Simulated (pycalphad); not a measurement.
Source of the numbers: pycalphad with the COST 507 light-alloy database (1999); pressure 1 atm. No gas phase is included, though pure Mg would boil below 1377 °C. The data set is of 1999 and partly superseded. Kinetics are ignored, which matters at the lower temperatures.

Q: How does the equilibrium phase assembly of Al-0.93Si-0.64Mg (at.%) change on cooling from 1377 °C to 77 °C?

A: 
| T (°C) | phases above | phases below |
|---|---|---|
| 651.8 | LIQUID | FCC_A1 + LIQUID |
| 586.6 | FCC_A1 + LIQUID | FCC_A1 |
| 536.5 | FCC_A1 | FCC_A1 + MG2SI |
| 510.8 | FCC_A1 + MG2SI | DIAMOND_A4 + FCC_A1 + MG2SI |
Changes were sought between steps of 50 K, so a narrower field can be missed.

Database names, with the compositions (at.%) that they take in these runs: MG2SI: Mg 67 Si 33. FCC_A1 is fcc; DIAMOND_A4 is diamond (Si).
